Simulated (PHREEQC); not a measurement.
0.14 g of hydrous ferric oxide (600 m²/g; 0.2 weak and 0.005 strong sites per Fe, Dzombak-Morel constants, diffuse double layer) in 1 kg of water with 0.001 mol/kgw of an inert sodium salt and 9.6e-06 mol/kgw NiCl2 and 3.9e-05 mol/kgw MnCl2, at 25 °C; the pH is set by adding NaOH or the inert anion's acid. The system is closed to oxygen. CO2 from the air is kept out. Nothing may precipitate in this run.

Computed with PHREEQC (ion-association model, wateq4f.dat).

```
pH    Ni sorbed (%)  Mn sorbed (%)  surface charge σ (C/m²)  surface potential ψ (mV)
----  -------------  -------------  -----------------------  ------------------------
4               0.0            0.0                    0.123                       209
4.5             0.0            0.0                    0.082                       190
5               0.2            0.0                    0.053                       168
5.5             1.4            0.2                    0.033                       145
6               9.2            1.6                    0.020                       119
6.5            30.3            6.6                    0.012                        94
7              54.3           14.5                    0.007                        67
7.5            83.3           37.3                    0.004                        43
8              96.7           76.3                    0.002                        21
8.5            99.5           96.1                    0.000                        -5
9              99.9           99.6                   -0.003                       -33
9.5           100.0          100.0                   -0.006                       -61
10            100.0          100.0                   -0.011                       -89
10.5          100.0          100.0                   -0.021                      -116
11            100.0          100.0                   -0.041                      -139
11.5           99.9          100.0                   -0.082                      -156
12             99.3          100.0                   -0.155                      -163
```
